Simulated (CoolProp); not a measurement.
Vapour-liquid equilibrium of R22 (1) + benzene (2) at 313.8 K; x and y are mole fractions of (1).

Values from CoolProp's multi-fluid Helmholtz-energy mixture model, Kamei 1995 and Thol 2012; pair parameters Bell 2016.

```csv
x,bubble pressure (MPa),y at the bubble point,dew pressure at overall composition x (MPa),liquid density (mol/L)
0.05,0.1127,0.781,0.02636,11.11
0.125,0.2290,0.895,0.02862,11.32
0.2,0.3340,0.930,0.03130,11.54
0.275,0.4334,0.949,0.03453,11.76
0.35,0.5313,0.960,0.03849,11.98
0.425,…,0.968,0.04349,12.20
0.5,0.7333,0.975,0.04997,12.42
0.575,0.8405,0.980,0.05871,12.62
0.65,0.9528,0.985,0.07115,…
0.725,1.070,0.988,0.09024,12.97
0.8,1.193,0.992,0.1233,13.09
0.875,1.322,…,0.1940,13.16
0.95,…,0.998,0.4435,13.12
```

**Question.** Some entries are withheld; supply them.

**Answer.** 
- 0.425, bubble pressure (MPa): 0.6307
- 0.65, liquid density (mol/L): 12.81
- 0.875, y at the bubble point: 0.995
- 0.95, bubble pressure (MPa): 1.459

No azeotrope shows between x = 0.05 and 0.95.

Pair parameters are fitted to limited data, so mixtures are less certain than the pure fluids. The gap from Raoult's law changes sign with composition, which may be real or a fault of the pair parameters; it wasn't checked against measurements.
